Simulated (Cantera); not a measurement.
Mixture: CO : H₂ : CH₄ : O₂ : N₂ = 1 : 0.057 : 0.61 : 1.59 : 5.98 (molar parts), at 1.00 bar, adiabatic and at constant volume. Ignition delay is the time to a rise of 400 K.

Detailed kinetics in Cantera: GRI-Mech 3.0 (53 species, 325 reactions).

**Question.** What does this change do: CH4 0.61 to 0.98 parts?

**Answer.** 
```
quantity                                                before       after
--------------------------------------------------  ----------  ----------
delay at 1100 K                                        66.6 ms     0.163 s
delay at 1175 K                                        25.4 ms     56.1 ms
delay at 1250 K                                        9.83 ms     20.0 ms
delay at 1325 K                                        4.01 ms     7.56 ms
delay at 1400 K                                        1.77 ms     3.06 ms
delay at 1475 K                                       0.855 ms     1.35 ms
delay at 1550 K                                       0.455 ms    0.652 ms
apparent activation energy between 1400 and 1550 K  160 kJ/mol  190 kJ/mol
```

**Question.** What does this change do: pressure from 1.00 bar to 3.50 bar?

**Answer.** 
| quantity | before | after |
|---|---|---|
| delay at 1100 K | 66.6 ms | 23.1 ms |
| delay at 1175 K | 25.4 ms | 9.46 ms |
| delay at 1250 K | 9.83 ms | 3.91 ms |
| delay at 1325 K | 4.01 ms | 1.67 ms |
| delay at 1400 K | 1.77 ms | 0.743 ms |
| delay at 1475 K | 0.855 ms | 0.352 ms |
| delay at 1550 K | 0.455 ms | 0.179 ms |
| apparent activation energy between 1400 and 1550 K | 160 kJ/mol | 170 kJ/mol |
